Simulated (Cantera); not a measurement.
A closed system holds: 1 mol Cr, 0.83 mol N2, held at 1.00 bar.

Method: chemical equilibrium by Gibbs-energy minimisation in Cantera with the NASA 1993 tables (ideal gas, pure condensed phases). Candidate condensed phases: Cr, CrN, Cr2N; 4 gas species. The numbers say what is thermodynamically allowed, not how fast it happens.

x: gas mole fraction; n: condensed amount in mol.

```
T (K)   x N2      x Cr       x CrN       x N  n CrN(s)  n Cr2N(s)  n Cr(s)  n Cr(l)
-----  -----  --------  ----------  --------  --------  ---------  -------  -------
800     1.00    <1e-12      <1e-12    <1e-12      1.00          0        0        0
950     1.00    <1e-12      <1e-12    <1e-12      1.00          0        0        0
1100    1.00    <1e-12      <1e-12    <1e-12      1.00          0        0        0
1250    1.00  1.40e-10      <1e-12    <1e-12      1.00          0        0        0
1400    1.00   2.10e-8      <1e-12    <1e-12         0      0.500        0        0
1550   1.000   8.34e-7  (withheld)    <1e-12         0      0.500        0        0
1700   1.000   1.69e-5  (withheld)  5.56e-12         0      0.500        0        0
1850   1.000  0.000184  (withheld)  8.69e-11         0          0    1.000        0
2000   0.999   0.00114  (withheld)  9.02e-10         0          0    0.999        0
2150   0.995   0.00537  (withheld)   6.75e-9         0          0        0    0.996
2300   0.981    0.0191  (withheld)   3.87e-8         0          0        0    0.984
2450   0.942    0.0578  (withheld)   1.77e-7         0          0        0    0.949
```

Q: What belongs in the gaps?

A: 
- 1550, x CrN: 1.37e-12
- 1700, x CrN: 5.71e-11
- 1850, x CrN: 1.13e-9
- 2000, x CrN: 1.17e-8
- 2150, x CrN: 8.46e-8
- 2300, x CrN: 4.35e-7
- 2450, x CrN: 1.78e-6
